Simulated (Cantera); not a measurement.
# Hydrocarbon pyrolysis for carbon deposition

A perfectly stirred reactor is fed with CH4 : H2 = 1 : 1.6 (molar parts), at 0.0975 Torr; it is held at 1823 K, and followed from long to short residence time.

Detailed kinetics in Cantera: GRI-Mech 3.0 (53 species, 325 reactions). GRI-Mech 3.0 stops at C3 and has no aromatics, soot or wall deposition, so with more carbon than oxygen in the feed, carbon stays in small species such as C2H2 where larger ones or solid carbon would form. Radical loss at walls, strong at low pressure, is not modelled.

```tsv
τ (s)	x CH4	x H2	x C2H4	x CH2	x H	x C2H
12	0.0856	0.802	0.00107	6.96e-6	0.00209	2.63e-6
4.4	0.143	0.764	0.00254	8.06e-6	0.00177	1.83e-6
1.6	0.226	0.710	0.00493	8.33e-6	0.00137	9.13e-7
0.62	0.324	0.648	0.00510	5.63e-6	0.000803	1.68e-7
0.23	0.377	0.618	0.000859	1.18e-6	0.000272	2.10e-9
0.086	0.383	0.616	5.77e-5	1.78e-7	9.68e-5	1.38e-11
0.032	0.384	0.615	3.15e-6	2.53e-8	3.73e-5	<1e-12
0.012	0.384	0.615	1.57e-7	3.38e-9	1.56e-5	<1e-12
0.0045	0.385	0.615	6.77e-9	4.05e-10	7.35e-6	<1e-12
```
x: mole fraction; the columns are a selection and need not sum to one.
